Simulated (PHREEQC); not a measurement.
**Nickel, zinc or cadmium bath: speciation**

Consider water at 20 °C with 0.041 mol/kgw ZnSO4 and 0.00051 mol/kgw Na2SO4. Closed to the air; pH follows from the charge balance.

All values are PHREEQC results (ion-association model, phreeqc.dat), not measurements.

pH: 5.70
ionic strength: 0.0927 mol/kgw
density: 1.005 g/cm³

| species | molality | activity | log γ |
|---|---|---|---|
| Zn+2 | 0.0228 | 0.00885 | -0.411 |
| SO4-2 | 0.0205 | 0.00790 | -0.415 |
| ZnSO4 | 0.0154 | 0.0158 | 0.009 |
| Zn(SO4)2-2 | 0.00275 | 0.00105 | -0.416 |
| Na+ | 0.000983 | 0.000777 | -0.102 |
| NaSO4- | 3.75e-5 | 2.98e-5 | -0.100 |
| ZnOH+ | 4.15e-6 | 3.27e-6 | -0.104 |
| H+ | 2.43e-6 | 2.02e-6 | -0.081 |
| HSO4- | 1.77e-6 | 1.39e-6 | -0.104 |
| Zn(OH)2 | 2.67e-8 | 2.73e-8 | 0.009 |

This is a speciation only: nothing precipitates in the calculation.
